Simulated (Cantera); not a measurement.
Cantera run, input and output.

```python
import numpy as np
import cantera as ct

gas = ct.Solution("gri30.yaml")


def delay(T, t_max=10):
    gas.TPX = T, 260000, {'CH4': 1, 'O2': 3.51, 'N2': 21.1}
    reactor = ct.IdealGasConstPressureReactor(gas, clone=False)
    net = ct.ReactorNet([reactor])
    net.rtol, net.atol = 1e-8, 1e-16
    while net.time < t_max:
        t_old, T_old = net.time, reactor.T
        net.step()
        if reactor.T > T + 400:  # ignition: a rise of 400 K
            return t_old + (T + 400 - T_old) / (reactor.T - T_old) * (net.time - t_old)
    return np.nan


taus = []
for T in [1173, 1248, 1323, 1398, 1473, 1548, 1623]:
    taus.append(delay(T))
    print(f"T0 = {T:6g} K   tau = {taus[-1]:.4e} s")
```

Result:

```
T0 =   1173 K   tau = 3.2354e-02 s
T0 =   1248 K   tau = 1.1906e-02 s
T0 =   1323 K   tau = 4.6919e-03 s
T0 =   1398 K   tau = 1.9719e-03 s
T0 =   1473 K   tau = 8.8494e-04 s
T0 =   1548 K   tau = 4.2652e-04 s
T0 =   1623 K   tau = 2.2186e-04 s
```

Computed with Cantera and GRI-Mech 3.0 (53 species, 325 reactions).
